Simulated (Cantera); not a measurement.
Input: 1 mol TEOS, 3.5 mol N2O, at 0.00410 bar.

Method: chemical equilibrium by Gibbs-energy minimisation in Cantera with the NASA 1993 tables (ideal gas, pure condensed phases). Candidate condensed phases: C, C6H6, C7H8, C8H18, H2O, Si, SiC, SiO2, Si2N2O, Si3N4; 151 gas species. The feed counts by its element totals alone. Equilibrium is a limit: real reactors are often held back by kinetics, nucleation or transport. All values below are at 1098 K.

Base state: H2 0.526, CO 0.289, N2 0.184, H2O 5.74e-5, CH4 4.15e-5, CO2 3.13e-5 (mole fractions); condensed: C(graphite) + SiO2(β-quartz).

Problem. What changes in the equilibrium state with this change: TEOS replaced by SiF4?

Solution. 
```csv
species,before,after
N2,0.184,0.560
O2,<1e-9,0.280
SiF4,0,0.160
H2,0.526,0
CO,0.289,0
NO,<1e-9,8.12e-5
H2O,5.74e-5,0
CH4,4.15e-5,0
CO2,3.13e-5,0
"C(graphite), mol",2.50,0
"SiO2(β-quartz), mol",1.00,0
```

Problem. What changes in the equilibrium state with this change: N2O from 3.5 to 1.2 mol?

Solution. 
| species | before | after |
|---|---|---|
| H2 | 0.526 | 0.694 |
| CO | 0.289 | 0.222 |
| N2 | 0.184 | 0.0833 |
| CH4 | 4.15e-5 | 7.22e-5 |
| CO2 | 3.13e-5 | 1.85e-5 |
| H2O | 5.74e-5 | 5.81e-5 |
| C(graphite), mol | 2.50 | 4.80 |
| SiO2(β-quartz), mol | 1.00 | 1.00 |
